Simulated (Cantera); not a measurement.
A closed system holds: 1 mol FeS, 2.6 mol H2, 9.9 mol N2, at 1673 K and 0.133 bar.

Cantera equilibrium calculation (NASA polynomials, part measured and part estimated; ideal gas, pure solids and liquids). Candidate condensed phases: Fe, FeS, FeS2, S; 16 gas species. Metal and sulfide melt together well below either melting point, which pure phases cannot show. Mutual solubility and eutectic melting of coexisting phases are not modelled. FeS: taken at fixed stoichiometry. Rates play no part.

Base state: N2 0.791, H2 0.204, H2S 0.00393, S2 0.000955, SH 0.000418, H 0.000141, Fe 3.01e-5, S 2.09e-5 (mole fractions); condensed: Fe(δ) + FeS(l).

Task: What changes in the equilibrium state with this change: FeS replaced by V2O5?

Result: 
```json
[
 {"species": "N2", "before": "0.791", "after": "0.792"},
 {"species": "H2O", "before": "0", "after": "0.160"},
 {"species": "H2", "before": "0.204", "after": "0.0480"},
 {"species": "H2S", "before": "0.00393", "after": "0"},
 {"species": "Fe", "before": "3.01e-5", "after": "0"},
 {"species": "S2", "before": "0.000955", "after": "0"},
 {"species": "SH", "before": "0.000418", "after": "0"},
 {"species": "S", "before": "2.09e-5", "after": "0"},
 {"species": "OH", "before": "0", "after": "1.10e-5"},
 {"species": "H", "before": "0.000141", "after": "6.83e-5"},
 {"species": "Fe(δ), mol", "before": "0.0783", "after": "0"},
 {"species": "FeS(l), mol", "before": "0.921", "after": "0"},
 {"species": "V2O3(s), mol", "before": "0", "after": "1.000"}
]
```
Condensed phases not in the tables: the oxides between V2O3 and V2O5 other than VO2. Further candidate phases: H2O, V, VN, VO, V2O3, V2O4, V2O5.
